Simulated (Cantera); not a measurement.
Standard-state values (1 bar) from the NASA 1993 polynomials, evaluated with Cantera. Values are per mole of reaction as written; species without (g) are pure solids or liquids, kept so even where they would boil at 1 bar.

4 O(g) + 3 SrO + 2 NH₃(g) = N₂O(g) + 3 Sr(OH)₂

```tsv
T (K)	ΔH° (kJ)	ΔS° (J/K)	ΔG° (kJ)	log10 K
1950	-1699.5	-436.9	-847.5	22.70
2050	-1687.7	-431.0	-804.1	20.49
2150	-1676.4	-425.6	-761.3	18.50
2250	[?]	[?]	[?]	[?]
2350	-1654.7	-416.0	-677.2	15.05
2450	-1644.3	-411.7	-635.8	13.55
2550	[?]	[?]	[?]	[?]
2650	[?]	[?]	[?]	[?]
2750	-1615.2	-400.4	-514.0	9.76
```

Problem. Complete the blanks.

Solution. 
- 2250, ΔH° (kJ): -1665.4
- 2250, ΔS° (J/K): -420.6
- 2250, ΔG° (kJ): -719.0
- 2250, log10 K: 16.69
- 2550, ΔH° (kJ): -1634.3
- 2550, ΔS° (J/K): -407.7
- 2550, ΔG° (kJ): -594.8
- 2550, log10 K: 12.18
- 2650, ΔH° (kJ): -1624.6
- 2650, ΔS° (J/K): -403.9
- 2650, ΔG° (kJ): -554.2
- 2650, log10 K: 10.92
